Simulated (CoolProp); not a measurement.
Saturation properties of tetrahydrofuran (Tc = 540.2 K, pc = 5304 kPa, ω = 0.234).

Values from CoolProp's reference Helmholtz-energy equation of state, Fiedler 2023.

```csv
T (K),p (kPa),liquid density (kg/m³),enthalpy of vaporisation (kJ/kg),liquid cp (kJ/(kg K))
305,28.99,874.4,440.9,1.749
314,41.62,864.3,434.6,1.783
323,58.36,854.2,428.1,1.819
332,80.10,843.9,421.6,1.855
341,107.8,833.5,414.9,1.892
349.9,142.1,823.1,408.2,1.930
358.9,184.9,812.3,401.2,1.969
367.9,237.1,801.4,393.9,2.009
376.9,300.0,790.2,386.5,2.050
385.8,373.9,779.0,378.8,2.092
394.8,461.9,767.3,370.8,2.135
403.8,564.8,755.4,362.4,2.180
412.8,683.9,743.1,353.6,2.227
```

It boils at 339.1 K under 1 atm.
